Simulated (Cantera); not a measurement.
Cantera run, input and output.

```python
import numpy as np
import cantera as ct

gas = ct.Solution("gri30.yaml")
gas.TPX = 1025, 100000, {'CH3OH': 1, 'O2': 0.789, 'N2': 7.26, 'H2O': 1.2, 'CO2': 0.062}
reactor = ct.IdealGasReactor(gas, energy="on", clone=False)
net = ct.ReactorNet([reactor])
net.rtol, net.atol = 1e-08, 1e-16
show = ['CH3OH', 'O2', 'H2O', 'HCN', 'C2H', 'CH3']
times = np.geomspace(3e-06, 0.5, 11)

steps = ct.SolutionArray(gas, extra=["t"])
rows = []
print(f"{'t/s':>10s}{'T/K':>9s}{'P/Pa':>11s}" + "".join(f"{s:>11s}" for s in show))
for t in times:
    while net.time < t:
        t_next = net.step()
        steps.append(gas.state, t=t_next)
    rows.append([np.interp(t, steps.t, y) for y in (steps.T, steps.P, *steps(*show).X.T)])
    print(f"{t:10.3e}{rows[-1][0]:9.1f}{rows[-1][1]:11.4g}" + "".join(f"{x:11.3e}" for x in rows[-1][2:]))
rate = np.gradient(steps.T, steps.t)
print("integrator steps:", len(steps.t))
if steps.T.max() > steps.T[0] + 200:
    print(f"time of steepest temperature rise: {steps.t[rate.argmax()]:.4e} s")
gas.TPX = 1025, 100000, {'CH3OH': 1, 'O2': 0.789, 'N2': 7.26, 'H2O': 1.2, 'CO2': 0.062}
gas.equilibrate("UV")
print(f"equilibrium (UV): T = {gas.T:.1f} K  " + "  ".join(f"{s} {gas[s].X[0]:.3e}" for s in show))
```

Output:

```
       t/s      T/K       P/Pa      CH3OH         O2        H2O        HCN        C2H        CH3
 3.000e-06   1025.0      1e+05  9.698e-02  7.652e-02  1.164e-01  8.880e-26  2.724e-36  2.520e-11
 9.984e-06   1025.0      1e+05  9.698e-02  7.652e-02  1.164e-01  3.752e-25  9.844e-36  8.058e-11
 3.323e-05   1025.0      1e+05  9.698e-02  7.652e-02  1.164e-01  1.354e-24  3.373e-35  2.352e-10
 1.106e-04   1025.0      1e+05  9.698e-02  7.652e-02  1.164e-01  4.759e-24  1.145e-34  5.295e-10
 3.680e-04   1025.0      1e+05  9.698e-02  7.652e-02  1.164e-01  1.663e-23  3.853e-34  7.184e-10
 1.225e-03   1025.0      1e+05  9.698e-02  7.652e-02  1.164e-01  5.682e-23  1.289e-33  7.274e-10
 4.076e-03   1025.0      1e+05  9.698e-02  7.652e-02  1.164e-01  1.937e-22  4.396e-33  7.254e-10
 1.356e-02   1025.0      1e+05  9.698e-02  7.652e-02  1.164e-01  6.964e-22  1.851e-32  7.186e-10
 4.514e-02   1025.0      1e+05  9.698e-02  7.652e-02  1.164e-01  3.461e-21  2.178e-31  6.978e-10
 1.502e-01   1025.1      1e+05  9.691e-02  7.649e-02  1.164e-01  6.423e-20  1.639e-29  6.003e-10
 5.000e-01   1931.0  2.105e+05  7.449e-14  1.241e-07  2.085e-01  1.088e-08  3.784e-20  1.359e-12
integrator steps: 2759
time of steepest temperature rise: 2.4574e-01 s
equilibrium (UV): T = 1931.0 K  CH3OH 7.603e-14  O2 1.240e-07  H2O 2.085e-01  HCN 1.762e-08  C2H 4.334e-20  CH3 1.567e-12
```

Computed with Cantera and GRI-Mech 3.0 (53 species, 325 reactions). GRI-Mech 3.0 was tuned for natural gas; its chemistry of methanol as a main component is partial and can be far from experiment.
